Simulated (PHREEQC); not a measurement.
PHREEQC input (Pitzer model, pitzer.dat):

```
SOLUTION 1
  temp 20
  units mol/kgw
  pH 7 charge
  C(4) 0.194
  K 0.2239
  Cl 0.0059
END
USE solution 1
INCREMENTAL_REACTIONS false
REACTION 1
  H2O -1
  0 9.886 18.011 24.689 30.178 34.689 38.397 41.444
  43.949 46.007 47.699 49.089 50.232 51.172 51.944 52.578
  53.1 53.528 53.88 54.17 54.408 54.603 54.764 54.896
  55.005 55.094 55.168 55.228 moles
EQUILIBRIUM_PHASES 1
  Kalicinite 0 0
  Sylvite 0 0
SELECTED_OUTPUT 1
  -reset false
  -pH true
  -pe true
  -ionic_strength true
  -water true
  -activities H2O
  -totals C Cl K
  -molalities H+ K+ Cl- CO3-2 OH- HCO3- CO2
  -equilibrium_phases Kalicinite Sylvite
PRINT
  -reset false
END
```

Selected output (columns that matter, 23 of 28 rows; water left (kg) added in front):

```
water left (kg)	pH	mu	C	Cl	K	m_H+	m_K+	m_Cl-	m_CO3-2	m_OH-	m_HCO3-	la_H2O	Kalicinite	Sylvite
1	9.0841	0.24811	0.194	0.0059	0.2239	1.2789e-09	0.2239	0.0059	0.024213	1.1092e-05	0.16956	-0.0029602	0	0
0.821894	9.0571	0.30189	0.23604	0.0071785	0.27242	1.4089e-09	0.27242	0.0071785	0.029472	1.0516e-05	0.20629	-0.0035829	0	0
0.675514	9.0293	0.36733	0.28719	0.0087341	0.33145	1.5581e-09	0.33145	0.0087341	0.035873	9.9331e-06	0.25096	-0.0043365	0	0
0.456314	8.9713	0.54382	0.42515	0.01293	0.49067	1.928e-09	0.49067	0.01293	0.053148	8.7423e-06	0.37144	-0.0063508	0	0
0.375044	8.941	0.66169	0.51727	0.015731	0.597	2.1571e-09	0.597	0.015731	0.064689	8.1337e-06	0.45188	-0.0076838	0	0
0.308241	8.91	0.80512	0.62938	0.019141	0.72638	2.4225e-09	0.72638	0.019141	0.078737	7.5168e-06	0.54976	-0.0092944	0	0
0.253346	8.8782	0.9796	0.76575	0.023288	0.88377	2.7295e-09	0.88377	0.023288	0.09583	6.8935e-06	0.66882	-0.011239	0	0
0.171139	8.8138	1.4502	1.1336	0.034475	1.3083	3.4882e-09	1.3083	0.034475	0.14193	5.6429e-06	0.98994	-0.01641	0	0
0.140656	8.7822	1.7645	1.3792	0.041946	1.5918	3.9442e-09	1.5918	0.041946	0.17271	5.0284e-06	1.2044	-0.01981	0	0
0.115614	8.7526	2.1467	1.678	0.051032	1.9366	4.4448e-09	1.9366	0.051032	0.21011	4.4331e-06	1.4654	-0.023888	0	0
0.0950216	8.7265	2.6119	2.0416	0.062091	2.3563	4.9721e-09	2.3563	0.062091	0.25557	3.8671e-06	1.7831	-0.028762	0	0
0.0641775	8.697	3.8665	3.0229	0.091933	3.4888	5.9361e-09	3.4888	0.091933	0.37777	2.8687e-06	2.6413	-0.041301	0	0
0.0527547	8.7027	4.7031	3.6774	0.11184	4.2442	6.2199e-09	4.2442	0.11184	0.45889	2.4594e-06	3.2145	-0.048998	0	0
0.0433493	8.7566	5.4613	4.2144	0.1361	4.9042	5.8151e-09	4.9042	0.1361	0.55715	2.3725e-06	3.6538	-0.055172	0.011308	0
0.0356373	8.8799	5.7562	4.2412	0.16556	5.0802	4.5603e-09	5.0802	0.16556	0.67598	2.9358e-06	3.5627	-0.056942	0.042856	0
0.029295	9.0124	6.1177	4.276	0.2014	5.2966	3.5235e-09	5.2966	0.2014	0.82102	3.6499e-06	3.4532	-0.05927	0.068735	0
0.0197819	9.3134	7.1076	4.3821	0.29825	5.8936	1.978e-09	5.8936	0.29825	1.214	5.7292e-06	3.1674	-0.066508	0.10731	0
0.0162687	9.486	7.7766	4.463	0.36266	6.3009	1.4234e-09	6.3009	0.36266	1.4757	7.2275e-06	2.9869	-0.072094	0.12139	0
0.013368	9.679	8.6061	4.5738	0.44135	6.8105	9.8441e-10	6.8105	0.44135	1.7956	9.1757e-06	2.7779	-0.079773	0.13286	0
0.0109899	9.8952	9.6313	4.7267	0.53686	7.4474	6.4909e-10	7.4474	0.53686	2.184	1.1699e-05	2.5426	-0.090374	0.14205	0
0.00742266	10.42	12.504	5.2426	0.79486	9.2708	2.3071e-10	9.2708	0.79486	3.2334	1.9193e-05	2.0092	-0.12619	0.15509	0
0.00608947	10.743	14.523	5.6711	0.96889	10.581	1.1963e-10	10.581	0.96889	3.9412	2.4556e-05	1.7299	-0.15632	0.15947	0
0.00500851	11.089	16.874	6.2931	0.99746	12.082	6.1256e-11	12.082	0.99746	4.7918	3.0175e-05	1.5013	-0.19434	0.16248	0.0009042
```
